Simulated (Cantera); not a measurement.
Mixture: 12.9 % CH4, 14.3 % O2, 72.9 % N2, equivalence ratio 1.8, at 4.05 atm, adiabatic and at constant pressure. Ignition delay is the time to a rise of 400 K.

Model: GRI-Mech 3.0 (53 species, 325 reactions), integrated in Cantera.

### Question
Predict: delay at 1300 K; delay at 1400 K; delay at 1500 K; delay at 1600 K; delay at 1700 K; apparent activation energy between 1650 and 1750 K.

### Answer
```
Item                                                     Value
--------------------------------------------------  ----------
delay at 1300 K                                        6.46 ms
delay at 1400 K                                        2.03 ms
delay at 1500 K                                       0.688 ms
delay at 1600 K                                       0.252 ms
delay at 1700 K                                       0.102 ms
apparent activation energy between 1650 and 1750 K  200 kJ/mol
```
